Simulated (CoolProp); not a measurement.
Chloromethane (R40) at several states: density (kg/m³) from the reference equation and from simpler models built on Tc = 418.6 K, pc = 6929 kPa, ω = 0.150; each cubic takes its own stable root.

Computed with CoolProp (reference Helmholtz-energy equation of state, Thol 2014).

```
T (K)  p (kPa)   phase  reference
-----  -------  ------  ---------
381.1    12800  liquid      762.5
417.8      311     gas      4.597
466        384     gas      5.076
425.2     15.2     gas     0.2172
305.3    13400  liquid      925.0
280.7     1480  liquid      948.3
```

Task: How far does each simpler model (Redlich-Kwong, Soave-Redlich-Kwong) lie from the reference over these 6 states: mean and median of the absolute difference, and the worst?

Result: 
- Redlich-Kwong: mean 5.0 %, median 4.5 %, worst -11.5 % at 381.1 K and 12800 kPa
- Soave-Redlich-Kwong: mean 4.3 %, median 3.8 %, worst -10.1 % at 381.1 K and 12800 kPa
